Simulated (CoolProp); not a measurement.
Vapour-liquid equilibrium of CHF3 (R23) (1) + R125 (2) at -55.05 °C; x and y are mole fractions of (1).

Computed with CoolProp (multi-fluid Helmholtz-energy mixture model, Penoncello 2003 and Lemmon 2005; pair parameters Bell 2016).

| x | bubble pressure (bar) | y at the bubble point | dew pressure at overall composition x (bar) | liquid density (mol/L) |
|---|---|---|---|---|
| 0.05 | 0.8570 | 0.206 | 0.7414 | 13.05 |
| 0.15 | 1.161 | 0.469 | 0.8114 | 13.52 |
| 0.25 | 1.476 | 0.626 | 0.8960 | 14.03 |
| 0.35 | 1.795 | 0.730 | 1.000 | 14.56 |
| 0.45 | 2.115 | 0.803 | 1.133 | 15.13 |
| 0.55 | 2.433 | 0.857 | 1.305 | 15.74 |
| 0.65 | 2.750 | 0.899 | 1.538 | 16.39 |
| 0.75 | 3.067 | 0.934 | 1.873 | 17.09 |
| 0.85 | 3.386 | 0.963 | 2.387 | 17.85 |
| 0.95 | 3.711 | 0.988 | 3.241 | 18.66 |

No azeotrope shows between x = 0.05 and 0.95.

The pair parameters rest on a limited set of measurements; away from them the model extrapolates.
